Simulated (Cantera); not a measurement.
SiCl₄ + Cl₂ + N₂ (silicon epitaxy and polysilicon growth)

A closed system holds: 1 mol SiCl₄, 0.36 mol Cl₂, a varied amount of N₂, equilibrated at 1350 K and 1 atm.

Equilibrium computed with Cantera from the NASA thermochemical tables; the gas is ideal and each condensed phase is pure. Candidate condensed phases: Si, Si₃N₄; 13 gas species. Rates play no part.

```
n(N₂) (mol)  log p N₂  log p SiCl₄  log p Cl₂  log p Cl
-----------  --------  -----------  ---------  --------
17              -0.03        -1.26      -1.73     -2.59
22              -0.02        -1.36      -1.84     -2.64
28              -0.02        -1.46      -1.94     -2.69
36              -0.01        -1.57      -2.05     -2.75
47              -0.01        -1.68      -2.17     -2.81
61               0.00        -1.79      -2.29     -2.86
79               0.00        -1.90      -2.40     -2.92
100              0.00        -2.00      -2.51     -2.98
```
log p: log10 of the partial pressure in bar; nothing condenses.

From 17 mol N₂ to 100 mol N₂ nothing is condensed. The main Si-bearing gas is SiCl₄ throughout.
